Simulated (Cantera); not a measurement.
An adiabatic, constant-pressure homogeneous reactor starts with CH4 : O2 : N2 = 1 : 2.56 : 6.7 (molar parts), at 1250 K and 0.987 atm.

Computed with Cantera and GRI-Mech 3.0 (53 species, 325 reactions).

### Question
Predict: time of steepest temperature rise; temperature at 0.200 s; equilibrium temperature; x(O2) at 0.200 s; x(HCO) at 0.200 s; x(NO2) at 0.200 s; x(N2O) at 0.200 s; x(CO) at 0.200 s.

### Answer
```
Quantity                                                             Value
---------------------------------  ---------------------------------------
time of steepest temperature rise                                  14.7 ms
temperature at 0.200 s                                              2684 K
equilibrium temperature                                             2684 K
x(O2) at 0.200 s                     0.0554 (gas-phase equilibrium 0.0554)
x(HCO) at 0.200 s                  1.54e-8 (gas-phase equilibrium 1.54e-8)
x(NO2) at 0.200 s                  5.44e-6 (gas-phase equilibrium 5.44e-6)
x(N2O) at 0.200 s                  7.09e-7 (gas-phase equilibrium 7.09e-7)
x(CO) at 0.200 s                     0.0265 (gas-phase equilibrium 0.0265)
```
